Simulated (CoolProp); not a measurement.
Saturation properties of tetrahydrofuran.

Model: reference Helmholtz-energy equation of state, Fiedler 2023, in CoolProp.

```
T (K)  p (bar)  liquid cp (kJ/(kg K))  vapour Z
-----  -------  ---------------------  --------
252    0.01821                  1.578    0.9988
260.3  0.03069                  1.600    0.9982
268.6  0.04981                  1.625    0.9973
276.9  0.07813                  1.651    0.9961
285.2   0.1188                  1.678    0.9946
293.5   0.1757                  1.707    0.9927
301.8   0.2533                  1.737    0.9902
310.1   0.3569                  1.768    0.9873
318.4   0.4924                  1.800    0.9837
326.6   0.6640                  1.833    0.9795
334.9   0.8832                  1.867    0.9746
343.2    1.156                  1.901    0.9689
351.5    1.491                  1.937    0.9625
359.8    1.897                  1.973    0.9551
368.1    2.384                  2.010    0.9469
```

It boils at 339.1 K under 1 atm.
